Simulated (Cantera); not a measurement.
A closed system holds: 1 mol CuO, 0.62 mol NF₃, 1.9 mol O₂, equilibrated at 0.000180 bar.

Equilibrium computed with Cantera from the NASA thermochemical tables; the gas is ideal and each condensed phase is pure. Candidate condensed phases: Cu, CuF₂, CuO, Cu₂O; 22 gas species. Rates play no part.

Task: Which condensed phases are stable at each of these points (T (K)): 600, 700, 800, 900, 1000, 1100, 1200, 1300, 1400, 1500, 1600, 1700?

Result: 
| T (K) | condensed phases | Cu condensed (%) |
|---|---|---|
| 600 | CuF₂(s) + CuO(s) | 100.0 |
| 700 | CuF₂(s) + CuO(s) | 100.0 |
| 800 | CuF₂(s) + CuO(s) | 100.0 |
| 900 | CuF₂(s) + CuO(s) | 99.4 |
| 1000 | CuF₂(s) + CuO(s) | 77.0 |
| 1100 | gas only | 0.0 |
| 1200 | gas only | 0.0 |
| 1300 | gas only | 0.0 |
| 1400 | gas only | 0.0 |
| 1500 | gas only | 0.0 |
| 1600 | gas only | 0.0 |
| 1700 | gas only | 0.0 |

From 600 K to 1000 K the condensed part is CuF₂(s) + CuO(s). From 1100 K to 1700 K nothing is condensed.
